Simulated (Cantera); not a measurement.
An isothermal, constant-pressure homogeneous reactor starts with 0.516 % CH₂O, 0.228 % O₂, 99.3 % N₂, equivalence ratio 2.3, at 1025 K and 3.06 atm.

Detailed kinetics in Cantera: GRI-Mech 3.0 (53 species, 325 reactions).

**Question.** Predict: x(CO₂) at 300 s; x(H₂) at 300 s.

**Answer.** 
| Item | Value |
|---|---|
| x(CO₂) at 300 s | 0.00109 (gas-phase equilibrium 0.00244) |
| x(H₂) at 300 s | 0.00169 (gas-phase equilibrium 0.00303) |
